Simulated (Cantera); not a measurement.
A closed system holds: 1 mol CH3SiCl3, 0.029 mol C2H4, 1.8 mol H2, equilibrated at 0.00110 bar.

Equilibrium computed with Cantera from the NASA thermochemical tables; the gas is ideal and each condensed phase is pure. Candidate condensed phases: C, C6H6, C7H8, C8H18, Si, SiC; 109 gas species. The feed counts by its element totals alone. Gases not in the tables: Si2H6 and higher silanes. Equilibrium is a limit: real reactors are often held back by kinetics, nucleation or transport.

Question: Which condensed phases are stable at each of these points (T (°C)): 725, 875, 1025, 1175, 1325, 1475, 1625, 1775, 1925, 2075, 2225, 2375?

Answer: 
```csv
T (°C),condensed phases,Si condensed (%)
725,C(graphite) + SiC(s),62.7
875,C(graphite) + SiC(s),85.2
1025,C(graphite) + SiC(s),93.5
1175,C(graphite) + SiC(s),91.5
1325,C(graphite) + SiC(s),86.2
1475,C(graphite) + SiC(s),79.5
1625,C(graphite) + SiC(s),72.5
1775,C(graphite) + SiC(s),63.8
1925,C(graphite) + SiC(s),36.9
2075,C(graphite),0.0
2225,C(graphite),0.0
2375,C(graphite),0.0
```

From 725 °C to 1925 °C the condensed part is C(graphite) + SiC(s). From 2075 °C to 2375 °C the condensed part is C(graphite).
